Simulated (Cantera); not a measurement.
A Cantera script and what it prints.

```python
import numpy as np
import cantera as ct

gas_names = """
    Mg MgN MgO Mg2 N NO NO2 NO3 N2 N2O O O2 O3 Si SiN SiO SiO2 Si2 Si2N Si3
""".split()
cond_names = """
    Mg(cr) Mg(L) MgO(s) MgO(L) MgSiO3(I) MgSiO3(II) MgSiO3(III) MgSiO3(L) Mg2SiO4(s) Mg2SiO4(L) Si(cr)
    Si(L) SiO2(Lqz) SiO2(hqz) SiO2(L) Si2N2O(s) Si3N4(a)
""".split()


def load(file, names, dense=False):
    # The tables refer to 1 bar. Condensed volumes are neglected.
    table = {s.name: s for s in ct.Species.list_from_file(file)}
    out = []
    for n in names:
        d = dict(table[n].input_data)
        d["thermo"] = dict(d["thermo"], **{"reference-pressure": 1e5})
        if dense:
            d["equation-of-state"] = {"model": "constant-volume", "density": "1e6 g/cm^3"}
        out.append(ct.Species.from_dict(d))
    return out


gas = ct.Solution(thermo="ideal-gas", species=load("nasa_gas.yaml", gas_names))
cond = {s.name: ct.Solution(thermo="fixed-stoichiometry", species=[s], name=s.name)
        for s in load("nasa_condensed.yaml", cond_names, dense=True)}
atoms = {
    'SiO2': {'Si': 1, 'O': 2},
    'MgO': {'Mg': 1, 'O': 1},
    'N2': {'N': 2},
}
top_T = {'Si2N2O(s)': 2100, 'Si3N4(a)': 2400}  # K; cautious upper limits of use, not melting points


def equilibrate(T, P, feed):
    n = {}
    for name, mol in feed.items():
        for a, k in atoms[name].items():
            n[a] = n.get(a, 0.0) + k * mol
    gas.TPX = T, P, n
    mass = sum(n.values()) * gas.mean_molecular_weight
    gas.equilibrate("TP")
    valid = [c for c in cond.values() if c.min_temp <= T <= top_T.get(c.name, c.max_temp)]
    mix = ct.Mixture([(gas, mass / gas.mean_molecular_weight)] + [(c, 0.0) for c in valid])
    mix.T, mix.P = T, P
    mix.equilibrate("TP", solver="vcs", rtol=1e-11, max_steps=5000)
    return mix


results = []
feed = {'SiO2': 1, 'MgO': 0.32, 'N2': 1.1}  # mol
T = 1175  # K
P = 1333.22  # Pa
mix = equilibrate(T, P, feed)
results.append((T, P, feed, dict(zip(mix.species_names, mix.species_moles))))
print(gas.report(threshold=1e-05))
for i in range(1, mix.n_phases):
    print(f"{mix.phase(i).name:16s} {mix.phase_moles(i):12.5e} mol")
```

Result:

```
       temperature   1175 K
          pressure   1333.2 Pa
           density   0.003823 kg/m^3
  mean mol. weight   28.014 kg/kmol
   phase of matter   gas

                          1 kg             1 kmol
                     ---------------   ---------------
          enthalpy        9.7309e+05         2.726e+07  J
   internal energy        6.2435e+05        1.7491e+07  J
           entropy            9617.1        2.6941e+05  J/K
    Gibbs function       -1.0327e+07        -2.893e+08  J
 heat capacity c_p            1196.8             33528  J/K
 heat capacity c_v            900.04             25214  J/K

                      mass frac. Y      mole frac. X     chem. pot. / RT
                     ---------------   ---------------   ---------------
                N2                 1                 1           -29.613
     [  +19 minor]        1.1572e-11        8.8959e-12

Mg(L)             0.00000e+00 mol
MgO(s)            0.00000e+00 mol
MgSiO3(II)        3.20000e-01 mol
Mg2SiO4(s)        0.00000e+00 mol
Si(cr)            0.00000e+00 mol
SiO2(hqz)         6.80000e-01 mol
Si2N2O(s)         0.00000e+00 mol
Si3N4(a)          0.00000e+00 mol
```

Method: chemical equilibrium by Gibbs-energy minimisation in Cantera with the NASA 1993 tables (ideal gas, pure condensed phases). Mutual solubility and eutectic melting of coexisting phases are not modelled. The tables hold silica as quartz up to 1696 K and as liquid above; real silica turns to tridymite and cristobalite and melts near 1996 K. Condensed phases not in the tables: alloys, solid solutions and most ternary compounds.
